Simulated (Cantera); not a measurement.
A freely propagating, adiabatic, planar premixed flame of 14.6 % CH4, 22.5 % O2, 62.9 % N2, unburnt at 400 K and 40000 Pa; mixture-averaged transport, grid criteria slope 0.08 and curve 0.16, no radiation.

Model: GRI-Mech 3.0 (53 species, 325 reactions), integrated in Cantera. Burning velocities carry a grid error of a few per cent, more on coarse grids.

### Question
Predict: laminar burning velocity; thermal thickness; peak x(HCO); peak x(CH3).

### Answer
laminar burning velocity: 94.8 cm/s
thermal thickness: 0.713 mm
peak x(HCO): 9.74e-5
peak x(CH3): 0.00679
